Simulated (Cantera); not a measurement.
A Cantera script and what it prints.

```python
import numpy as np
import cantera as ct

gas_names = [...]  # 113 gases of nasa_gas.yaml made of C, H, O, Pb
cond_names = """
    C(gr) C6H6(L) C7H8(L) C8H18(L),n-octa H2O(s) H2O(L) Pb(cr) Pb(L) PbO(rd) PbO(yw) PbO(L) PbO2(s)
    Pb3O4(s)
""".split()


# ... load() reads the species with a 1 bar reference pressure and builds the phases ...
atoms = {
    'Pb': {'Pb': 1},
    'CO': {'C': 1, 'O': 1},
    'H2': {'H': 2},
}
top_T = {'C(gr)': 4500, 'Pb3O4(s)': 820}  # K; cautious upper limits of use, not melting points


# ... equilibrate(T, P, feed) seeds the gas with the atoms and calls Mixture.equilibrate('TP', solver="vcs", rtol=1e-11, max_steps=5000) ...
results = []
T = 748.15  # K
P = 100000  # Pa
for m in [5.1, 6.4, 8, 10, 13, 16, 20, 25, 32, 40]:
    feed = {'Pb': 1, 'CO': 1.4, 'H2': m}  # mol
    mix = equilibrate(T, P, feed)
    results.append((T, P, feed, dict(zip(mix.species_names, mix.species_moles))))
    x = sorted(zip(gas.X, gas.species_names), reverse=True)
    print(f"T = {T:g} K  P = {P:g} Pa  n(H2) = {m:g} mol  gas = {mix.phase_moles(0):.4g} mol")
    print("   x: " + "  ".join(f"{s} {v:.3e}" for v, s in x if v > 1e-05))
    print("   condensed (mol): " + ("  ".join(f"{mix.phase(i).name} {mix.phase_moles(i):.4g}"
          for i in range(1, mix.n_phases) if mix.phase_moles(i) > 1e-12) or "none"))
```

Result:

```
T = 748.15 K  P = 100000 Pa  n(H2) = 5.1 mol  gas = 3.983 mol
   x: H2 3.621e-01  CH4 3.159e-01  H2O 2.864e-01  CO2 2.953e-02  CO 6.010e-03
   condensed (mol): Pb(L) 1
T = 748.15 K  P = 100000 Pa  n(H2) = 6.4 mol  gas = 5.096 mol
   x: H2 4.672e-01  CH4 2.654e-01  H2O 2.581e-01  CO2 7.268e-03  CO 2.118e-03
   condensed (mol): Pb(L) 1
T = 748.15 K  P = 100000 Pa  n(H2) = 8 mol  gas = 6.63 mol
   x: H2 5.814e-01  CH4 2.089e-01  H2O 2.074e-01  CO2 1.540e-03  CO 6.952e-04
   condensed (mol): Pb(L) 1
T = 748.15 K  P = 100000 Pa  n(H2) = 10 mol  gas = 8.611 mol
   x: H2 6.759e-01  CH4 1.619e-01  H2O 1.615e-01  CO2 3.963e-04  CO 2.670e-04
   condensed (mol): Pb(L) 1
T = 748.15 K  P = 100000 Pa  n(H2) = 13 mol  gas = 11.6 mol
   x: H2 7.590e-01  CH4 1.204e-01  H2O 1.203e-01  CO 1.045e-04  CO2 1.029e-04
   condensed (mol): Pb(L) 1
T = 748.15 K  P = 100000 Pa  n(H2) = 16 mol  gas = 14.6 mol
   x: H2 8.084e-01  CH4 9.578e-02  H2O 9.574e-02  CO 5.473e-05  CO2 4.026e-05
   condensed (mol): Pb(L) 1
T = 748.15 K  P = 100000 Pa  n(H2) = 20 mol  gas = 18.6 mol
   x: H2 8.495e-01  CH4 7.522e-02  H2O 7.520e-02  CO 2.909e-05  CO2 1.599e-05
   condensed (mol): Pb(L) 1
T = 748.15 K  P = 100000 Pa  n(H2) = 25 mol  gas = 23.6 mol
   x: H2 8.814e-01  CH4 5.930e-02  H2O 5.929e-02  CO 1.619e-05
   condensed (mol): Pb(L) 1
T = 748.15 K  P = 100000 Pa  n(H2) = 32 mol  gas = 30.6 mol
   x: H2 9.085e-01  CH4 4.574e-02  H2O 4.574e-02
   condensed (mol): Pb(L) 1
T = 748.15 K  P = 100000 Pa  n(H2) = 40 mol  gas = 38.6 mol
   x: H2 9.275e-01  CH4 3.626e-02  H2O 3.626e-02
   condensed (mol): Pb(L) 1
```

These are equilibrium values from Cantera (NASA tables, ideal gas, pure condensed phases), not measurements of a reactor.
